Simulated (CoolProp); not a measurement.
A single-stage vapour-compression cycle with R404A: evaporating at 269.15 K (dew point), condensing at 302.15 K (bubble point), superheat 8 K, subcooling 0 K, compressor efficiency 0.85, no pressure losses. Each further row changes one setting.

The numbers come from the reference Helmholtz-energy equation of state, Lemmon 2003 in CoolProp. It is a pseudo-pure fit of the blend.

| case | cooling COP | pressure ratio | discharge temperature (K) | refrigerating effect (kJ/kg) | volumetric capacity (kJ/m³) |
|---|---|---|---|---|---|
| as stated | 5.43 | 2.64 | 316.9 | 129 | 3290 |
| evaporating temperature 274.15 K | (withheld) | 2.25 | 315.8 | 132 | 3940 |
| condensing temperature 297.15 K | 6.64 | 2.32 | (withheld) | 137 | 3490 |
| subcooling 5 K | (withheld) | 2.64 | 316.9 | 137 | 3490 |
| superheat 18 K | 5.49 | 2.64 | 326.6 | 139 | 3350 |
| compressor efficiency 0.75 | 4.79 | 2.64 | 319.7 | 129 | 3290 |

### Question
What belongs in the gaps?

### Answer

- evaporating temperature 274.15 K, cooling COP: 6.67
- condensing temperature 297.15 K, discharge temperature (K): 311.1
- subcooling 5 K, cooling COP: 5.75
